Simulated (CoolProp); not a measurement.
Vapour-liquid equilibrium of n-heptane (1) + toluene (2) at 1.19 MPa; x and y are mole fractions of (1).

Computed with CoolProp (multi-fluid Helmholtz-energy mixture model, Span 2003 and Lemmon 2006; pair parameters Bell 2016).

| x | bubble temperature (K) | y at the bubble point | dew temperature at overall composition x (K) | liquid density (mol/L) |
|---|---|---|---|---|
| 0.05 | 499.0 | 0.068 | 499.4 | 6.779 |
| 0.2 | 494.8 | 0.247 | 495.8 | 6.392 |
| 0.35 | 491.6 | 0.401 | 492.6 | 6.032 |
| 0.5 | 489.3 | 0.542 | 489.9 | 5.699 |
| 0.65 | 487.4 | 0.678 | 487.8 | 5.392 |
| 0.8 | 486.0 | 0.814 | 486.2 | 5.109 |
| 0.95 | 485.0 | 0.953 | 485.0 | 4.847 |

No azeotrope shows between x = 0.05 and 0.95.

The pair parameters rest on a limited set of measurements; away from them the model extrapolates.
